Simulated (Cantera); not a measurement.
Input (Python, Cantera):

```python
import numpy as np
import cantera as ct

gas = ct.Solution("gri30.yaml")
gas.TPX = 1273, 2000, {'N2O': 1, 'O2': 0.082}
reactor = ct.IdealGasConstPressureReactor(gas, energy="off", clone=False)
net = ct.ReactorNet([reactor])
net.rtol, net.atol = 1e-08, 1e-18
show = ['N2O', 'O2', 'NO', 'NO2', 'O', 'N2']
times = np.geomspace(0.0003, 20, 9)

steps = ct.SolutionArray(gas, extra=["t"])
rows = []
print(f"{'t/s':>10s}{'T/K':>9s}{'P/Pa':>11s}" + "".join(f"{s:>11s}" for s in show))
for t in times:
    while net.time < t:
        t_next = net.step()
        steps.append(gas.state, t=t_next)
    rows.append([np.interp(t, steps.t, y) for y in (steps.T, steps.P, *steps(*show).X.T)])
    print(f"{t:10.3e}{rows[-1][0]:9.1f}{rows[-1][1]:11.4g}" + "".join(f"{x:11.3e}" for x in rows[-1][2:]))
rate = np.gradient(steps.T, steps.t)
print("integrator steps:", len(steps.t))
if steps.T.max() > steps.T[0] + 200:
    print(f"time of steepest temperature rise: {steps.t[rate.argmax()]:.4e} s")
gas.TPX = 1273, 2000, {'N2O': 1, 'O2': 0.082}
gas.equilibrate("TP")
print(f"equilibrium (TP): T = {gas.T:.1f} K  " + "  ".join(f"{s} {gas[s].X[0]:.3e}" for s in show))
```

Output:

```
       t/s      T/K       P/Pa        N2O         O2         NO        NO2          O         N2
 3.000e-04   1273.0       2000  9.242e-01  7.579e-02  7.098e-07  5.082e-14  3.690e-06  8.547e-06
 1.203e-03   1273.0       2000  9.241e-01  7.580e-02  5.438e-06  2.663e-12  5.274e-06  4.248e-05
 4.821e-03   1273.0       2000  9.239e-01  7.586e-02  2.610e-05  6.042e-11  5.320e-06  1.839e-04
 1.932e-02   1273.0       2000  9.230e-01  7.610e-02  1.089e-04  1.034e-09  5.320e-06  7.506e-04
 7.746e-02   1273.0       2000  9.195e-01  7.706e-02  4.399e-04  1.560e-08  5.320e-06  3.015e-03
 3.105e-01   1273.0       2000  9.054e-01  8.085e-02  1.750e-03  1.870e-07  5.320e-06  1.198e-02
 1.245e+00   1273.0       2000  8.518e-01  9.530e-02  6.743e-03  1.346e-06  5.317e-06  4.615e-02
 4.989e+00   1273.0       2000  6.738e-01  1.433e-01  2.330e-02  6.019e-06  5.307e-06  1.596e-01
 2.000e+01   1273.0       2000  2.930e-01  2.459e-01  5.863e-02  1.902e-05  5.244e-06  4.024e-01
integrator steps: 594
equilibrium (TP): T = 1273.0 K  N2O 3.355e-09  O2 3.677e-01  NO 3.941e-04  NO2 8.924e-07  O 4.642e-07  N2 6.319e-01
```

Model: GRI-Mech 3.0 (53 species, 325 reactions), integrated in Cantera. GRI-Mech 3.0 was tuned for natural gas; its chemistry of N2O as a main component is partial and can be far from experiment. Radical loss at walls, strong at low pressure, is not modelled. The mechanism lacks the step 2 NO + O2 → 2 NO2, which can matter for NO2 below about 1400 K. The temperature is held fixed by assumption; the heat of reaction is taken as removed at once.
